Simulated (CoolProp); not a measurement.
A closed Brayton cycle with nitrogen: compressor inlet 317.15 K and 1.6 MPa, high pressure 4.9 MPa, turbine inlet 710 K, compressor efficiency 0.89, turbine efficiency 0.9, recuperator effectiveness 0 (on enthalpy, no pinch check). Each further row changes one setting.

Model: reference Helmholtz-energy equation of state, Span 2000, in CoolProp.

```tsv
case	thermal efficiency (%)	net work (kJ/kg)	compressor to turbine work	compressor exit (K)	turbine exit (K)
as stated	15.8	44.3	0.76	452.0	540.4
turbine inlet 660 K	13.8	31.1	0.82	452.0	501.0
compressor inlet 327.15 K	15.0	?	?	?	540.4
high pressure 4.17 MPa	?	44.3	0.73	?	562.1
recuperator effectiveness 0.5	18.9	44.3	0.76	452.0	540.4
```

Problem. Some entries are withheld; supply them.

Solution. 
- compressor inlet 327.15 K, net work (kJ/kg): 39.8
- compressor inlet 327.15 K, compressor to turbine work: 0.78
- compressor inlet 327.15 K, compressor exit (K): 466.0
- high pressure 4.17 MPa, thermal efficiency (%): 14.5
- high pressure 4.17 MPa, compressor exit (K): 429.9
